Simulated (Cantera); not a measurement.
A freely propagating, adiabatic, planar premixed flame of C3H8 : O2 : N2 : H2O = 1 : 6.1 : 22.9 : 1.3 (molar parts), equivalence ratio 0.82, unburnt at 600 K and 480 Torr; mixture-averaged transport, grid criteria slope 0.08 and curve 0.16, no radiation.

Cantera simulation using GRI-Mech 3.0 (53 species, 325 reactions); the numbers are that mechanism's predictions, not measurements. GRI-Mech 3.0 was tuned for natural gas; its chemistry of propane as a main component is partial and can be far from experiment. Burning velocities carry a grid error of a few per cent, more on coarse grids.

Question: What does this change do: 0.35 parts CO2 added?

Answer: 
```csv
quantity,before,after
laminar burning velocity,138 cm/s,131 cm/s
thermal thickness,0.466 mm,0.481 mm
peak x(C2H2),0.000751,0.000715
peak x(H),0.00810,0.00758
peak x(HCN),9.38e-7,8.59e-7
```

Question: What does this change do: inlet temperature 600 to 475 K?

Answer: 
| quantity | before | after |
|---|---|---|
| laminar burning velocity | 138 cm/s | 87.0 cm/s |
| thermal thickness | 0.466 mm | 0.518 mm |
| peak x(C2H2) | 0.000751 | 0.000602 |
| peak x(H) | 0.00810 | 0.00672 |
| peak x(HCN) | 9.38e-7 | 7.22e-7 |
